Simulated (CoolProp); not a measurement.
The numbers come from the reference Helmholtz-energy equation of state, Zhou 2011 in CoolProp.

Question: Give the vapour pressure (MPa), liquid cp (kJ/(kg K)), surface tension (mN/m) of saturated dimethyl carbonate at 369.7, 413.5, 446.4 K.

Answer: 
| T (K) | p (MPa) | liquid cp (kJ/(kg K)) | surface tension (mN/m) |
|---|---|---|---|
| 369.7 | 0.124 | 1.97 | 18.1 |
| 413.5 | 0.401 | 2.10 | 12.5 |
| 446.4 | 0.816 | 2.22 | 8.72 |

Surface tension comes from a separate correlation (Mulero 2014).
